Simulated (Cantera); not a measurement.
Cantera run, input and output.

```python
import numpy as np
import cantera as ct

gas = ct.Solution("h2o2.yaml")
gas.TPX = 975, 150, {'H2': 0.44, 'O2': 1, 'N2': 0.12}
reactor = ct.IdealGasConstPressureReactor(gas, energy="off", clone=False)
net = ct.ReactorNet([reactor])
net.rtol, net.atol = 1e-08, 1e-18
show = ['H2', 'O2', 'H2O', 'HO2', 'H']
times = np.geomspace(4e-05, 40, 11)

steps = ct.SolutionArray(gas, extra=["t"])
rows = []
print(f"{'t/s':>10s}{'T/K':>9s}{'P/Pa':>11s}" + "".join(f"{s:>11s}" for s in show))
for t in times:
    while net.time < t:
        t_next = net.step()
        steps.append(gas.state, t=t_next)
    rows.append([np.interp(t, steps.t, y) for y in (steps.T, steps.P, *steps(*show).X.T)])
    print(f"{t:10.3e}{rows[-1][0]:9.1f}{rows[-1][1]:11.4g}" + "".join(f"{x:11.3e}" for x in rows[-1][2:]))
rate = np.gradient(steps.T, steps.t)
print("integrator steps:", len(steps.t))
if steps.T.max() > steps.T[0] + 200:
    print(f"time of steepest temperature rise: {steps.t[rate.argmax()]:.4e} s")
gas.TPX = 975, 150, {'H2': 0.44, 'O2': 1, 'N2': 0.12}
gas.equilibrate("TP")
print(f"equilibrium (TP): T = {gas.T:.1f} K  " + "  ".join(f"{s} {gas[s].X[0]:.3e}" for s in show))
```

Result:

```
       t/s      T/K       P/Pa         H2         O2        H2O        HO2          H
 4.000e-05    975.0        150  2.821e-01  6.410e-01  2.938e-15  3.914e-12  3.881e-12
 1.592e-04    975.0        150  2.821e-01  6.410e-01  1.583e-13  1.558e-11  1.519e-11
 6.340e-04    975.0        150  2.821e-01  6.410e-01  6.430e-12  6.205e-11  6.098e-11
 2.524e-03    975.0        150  2.821e-01  6.410e-01  2.212e-10  2.473e-10  3.687e-10
 1.005e-02    975.0        150  2.821e-01  6.410e-01  3.440e-08  1.037e-09  2.679e-08
 4.000e-02    975.0        150  1.528e-01  5.842e-01  9.092e-02  1.145e-06  7.191e-02
 1.592e-01    975.0        150  1.167e-02  5.314e-01  2.321e-01  1.772e-06  9.847e-02
 6.340e-01    975.0        150  4.216e-03  5.690e-01  3.075e-01  2.126e-06  1.676e-02
 2.524e+00    975.0        150  1.688e-04  5.815e-01  3.277e-01  9.954e-07  1.201e-04
 1.005e+01    975.0        150  7.238e-06  5.820e-01  3.283e-01  1.124e-07  1.119e-06
 4.000e+01    975.0        150  7.901e-07  5.821e-01  3.283e-01  1.540e-08  4.297e-08
integrator steps: 2295
equilibrium (TP): T = 975.0 K  H2 4.553e-10  O2 5.821e-01  H2O 3.284e-01  HO2 4.733e-10  H 6.343e-13
```

Model: the H2/O2 subset of GRI-Mech 3.0, which has no nitrogen chemistry, integrated in Cantera. Radical loss at walls, strong at low pressure, is not modelled. The temperature is held fixed by assumption; the heat of reaction is taken as removed at once.
